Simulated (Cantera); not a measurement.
Charge: 1 mol Fe(CO)₅, 2.3 mol CO, 35 mol N₂, equilibrated at 723.15 K and 34.0 Pa.

Cantera equilibrium calculation (NASA polynomials, part measured and part estimated; ideal gas, pure solids and liquids). Candidate condensed phases: C, Fe, Fe(CO)₅, FeO, Fe₂O₃, Fe₃O₄; 27 gas species. Condensed phases not in the tables: cementite and carbon dissolved in iron. Equilibrium is a limit: real reactors are often held back by kinetics, nucleation or transport.

Base state: N₂ 0.837, CO 0.151, CO₂ 0.0120 (mole fractions); condensed: C(graphite) + Fe(α).

**Question.** What changes in the equilibrium state with this change: CO from 2.3 to 0.14 mol?

**Answer.** 
```
species           before    after
----------------  ------  -------
N₂                 0.837    0.878
CO                 0.151    0.115
CO₂               0.0120  0.00700
C(graphite), mol   0.502    0.279
Fe(α), mol          1.00     1.00
```

**Question.** What changes in the equilibrium state with this change: CO from 2.3 to 0.12 mol?

**Answer.** 
```
species           before    after
----------------  ------  -------
N₂                 0.837    0.878
CO                 0.151    0.115
CO₂               0.0120  0.00695
C(graphite), mol   0.502    0.277
Fe(α), mol          1.00     1.00
```
